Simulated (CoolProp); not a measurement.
Saturation properties of sulfur dioxide.

The numbers come from the reference Helmholtz-energy equation of state, Gao 2016 in CoolProp.

| T (°C) | p (kPa) | enthalpy of vaporisation (kJ/kg) | vapour Z |
|---|---|---|---|
| -30.45 | 37.11 | 407.1 | 0.9862 |
| -13.95 | 84.72 | 393.0 | 0.9755 |
| 2.45 | 171.7 | 378.3 | 0.9603 |
| 18.85 | 317.7 | 362.6 | 0.9400 |
| 35.25 | 545.4 | 345.6 | 0.9140 |
| 51.65 | 880.9 | 327.0 | 0.8818 |
| 68.05 | 1352 | 306.3 | 0.8427 |
| 84.45 | 1991 | 282.7 | 0.7957 |

It boils at -10.0 °C under 1 atm.
